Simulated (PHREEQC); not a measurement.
## Metal-bearing waste water: an equilibrium model

A solution holds 7.3 mmol/kgw FeCl3, 9.4 mmol/kgw ZnCl2, 0.19 mmol/kgw NaF and 0.054 mmol/kgw NaCl, at 15 °C. Closed to the air; pH follows from the charge balance.

Model: ion-association model, phreeqc.dat, run in PHREEQC.

```yaml
pH: 2.53
ionic_strength: 0.0644 mol/kgw
total_alkalinity: -14.6 meq/kg
```

```json
[
 {"species": "Cl-", "molality": "0.0393", "activity": "0.0315", "log γ": "-0.097"},
 {"species": "Zn+2", "molality": "0.00913", "activity": "0.00398", "log γ": "-0.360"},
 {"species": "H+", "molality": "0.00351", "activity": "0.00297", "log γ": "-0.073"},
 {"species": "Fe+3", "molality": "0.00274", "activity": "0.000605", "log γ": "-0.656"},
 {"species": "FeOH+2", "molality": "0.00164", "activity": "0.000716", "log γ": "-0.360"},
 {"species": "FeCl+2", "molality": "0.000949", "activity": "0.000414", "log γ": "-0.360"},
 {"species": "Fe2(OH)2+4", "molality": "0.000624", "activity": "2.11e-5", "log γ": "-1.470"},
 {"species": "ZnCl+", "molality": "0.000267", "activity": "0.000214", "log γ": "-0.096"},
 {"species": "Na+", "molality": "0.000244", "activity": "0.000198", "log γ": "-0.090"},
 {"species": "FeF+2", "molality": "0.000189", "activity": "8.24e-5", "log γ": "-0.360"},
 {"species": "Fe3(OH)4+5", "molality": "0.000122", "activity": "6.19e-7", "log γ": "-2.297"}
]
```

This is a speciation only: nothing precipitates in the calculation. Examples of supersaturated solids here: Hematite (slow to form), Goethite (slow to form). Others may be too. Fluoro complexes past AlF4- and FeF3 are missing from the database.
